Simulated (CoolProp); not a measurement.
Properties of nitrous oxide at several states (Tc = 309.5 K, pc = 7245 kPa, ω = 0.161).

Values from CoolProp's reference Helmholtz-energy equation of state, Lemmon 2006. It is a short technical equation, of lower accuracy than the large ones.

| T (K) | p (kPa) | phase | density (kg/m³) | cv (kJ/(kg K)) | speed of sound (m/s) | Joule-Thomson coefficient (K/MPa) | expansivity (1/kK) |
|---|---|---|---|---|---|---|---|
| 377.9 | 2290 | gas | 34.05 | 0.7801 | 289.1 | 6.336 | 3.234 |
| 410.3 | 79.6 | gas | 1.028 | 0.7888 | 309.7 | 5.308 | 2.450 |
| 362.6 | 3890 | gas | 64.28 | 0.7873 | 274.5 | 6.947 | 4.133 |
| 296.8 | 322 | gas | 5.847 | 0.6928 | 264.6 | 11.06 | 3.565 |
